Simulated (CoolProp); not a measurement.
The fluid at 665.82 K and 25.1 MPa flows at 0.58 m/s in a round tube of 12.7 mm bore and 1.5 µm roughness, fully developed (64/Re and Nu = 3.66 if laminar; Colebrook and Gnielinski if turbulent). The same conditions are run with several fluids, on thermodynamics alone (safety and materials aside).

The numbers come from the reference Helmholtz-energy equation of state of each fluid (carbon dioxide: Span 1996; ammonia: Gao 2020; normal hydrogen: Leachman 2009; dry air: Lemmon 2000; oxygen: Schmidt 1985) in CoolProp. Blends and air are pseudo-pure fits.

| fluid | Reynolds number | Darcy friction factor | pressure drop (Pa/m) | heat-transfer coefficient (W/(m² K)) | mass flow (kg/h) |
|---|---|---|---|---|---|
| carbon dioxide | 42400 | 0.0221 | 57.6 | 425 | 52.2 |
| ammonia | 23600 | 0.0251 | 28.5 | 532 | 22.7 |
| normal hydrogen | 4010 | 0.0400 | 4.51 | 345 | 2.25 |
| dry air | 24900 | 0.0248 | 39.1 | 266 | 31.4 |
| oxygen | 24500 | 0.0249 | 44.5 | 283 | 35.6 |

Above 300 K oxygen's equation is extrapolated.

Transport values come from each fluid's own correlations.
